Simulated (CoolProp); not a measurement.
A single-stage vapour-compression cycle with R1233zd(E): evaporating at 255.15 K (dew point), condensing at 282.15 K (bubble point), superheat 5 K, subcooling 5 K, compressor efficiency 0.8, no pressure losses. Each further row changes one setting.

Model: reference Helmholtz-energy equation of state, Akasaka 2022, in CoolProp.

```tsv
case	cooling COP	pressure ratio	discharge temperature (K)	refrigerating effect (kJ/kg)	volumetric capacity (kJ/m³)
as stated	7.14	3.44	297.3	190	239
evaporating temperature 260.15 K	9.08	2.67	294.9	193	308
condensing temperature 277.15 K	8.91	2.79	291.0	195	246
subcooling 10 K	7.36	3.44	297.3	195	246
superheat 15 K	7.14	3.44	307.6	197	238
compressor efficiency 0.7	6.25	3.44	302.1	190	239
```
